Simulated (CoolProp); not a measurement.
Saturation properties of carbonyl sulfide.

Computed with CoolProp (reference Helmholtz-energy equation of state, Lemmon 2006). It is a short technical equation, of lower accuracy than the large ones.

```csv
T (K),p (MPa),liquid density (kg/m³),vapour density (kg/m³),enthalpy of vaporisation (kJ/kg),surface tension (mN/m)
243.6,0.2408,1129,___,294.4,17.0
248.7,___,1117,8.992,290.6,16.1
253.7,___,1106,10.62,286.7,15.2
258.7,0.4125,1094,12.46,___,14.4
263.7,0.4858,1082,14.54,278.5,13.6
268.7,0.5684,1069,16.87,274.2,12.7
273.8,0.6630,___,19.54,269.7,11.9
278.8,0.7665,1044,___,265.0,11.1
283.8,0.8814,1030,25.72,260.2,10.3
288.8,1.009,1017,29.34,255.1,9.59
293.8,1.149,1003,33.35,249.9,___
```

Task: Complete the blanks.

Result: 
- 243.6, vapour density (kg/m³): 7.534
- 248.7, p (MPa): 0.2911
- 253.7, p (MPa): 0.3478
- 258.7, enthalpy of vaporisation (kJ/kg): 282.7
- 273.8, liquid density (kg/m³): 1057
- 278.8, vapour density (kg/m³): 22.46
- 293.8, surface tension (mN/m): 8.85

It boils at 223.0 K under 1 atm.

Surface tension comes from a separate correlation (Mulero 2012).
